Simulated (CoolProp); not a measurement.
Properties of the fluoroketone C6F12O (FK-5-1-12) along the isobar 0.101 MPa (Tc = 168.7 °C, pc = 1.869 MPa, ω = 0.471).

Values from CoolProp's reference Helmholtz-energy equation of state, McLinden 2015.

| T (°C) | phase | Z | cp (kJ/(kg K)) | cv (kJ/(kg K)) | expansivity (1/kK) |
|---|---|---|---|---|---|
| -79.05 | liquid | 0.01046 | 1.125 | 0.8985 | 1.426 |
| -55.75 | liquid | 0.009659 | 1.103 | 0.8818 | 1.468 |
| -32.35 | liquid | 0.009032 | 1.091 | 0.8741 | 1.538 |
| -9.05 | liquid | 0.008545 | 1.089 | 0.8742 | 1.643 |
| 14.35 | liquid | 0.008171 | 1.096 | 0.8810 | 1.794 |
| 37.75 | liquid | 0.007899 | 1.111 | 0.8936 | 2.012 |
| 61.05 | gas | 0.9445 | 0.9079 | 0.8723 | 3.694 |
| 84.45 | gas | 0.9575 | 0.9253 | 0.8922 | 3.278 |
| 107.75 | gas | 0.9666 | 0.9460 | 0.9146 | 2.971 |
| 131.15 | gas | 0.9734 | 0.9688 | 0.9385 | 2.728 |
| 154.45 | gas | 0.9784 | 0.9924 | 0.9629 | 2.532 |
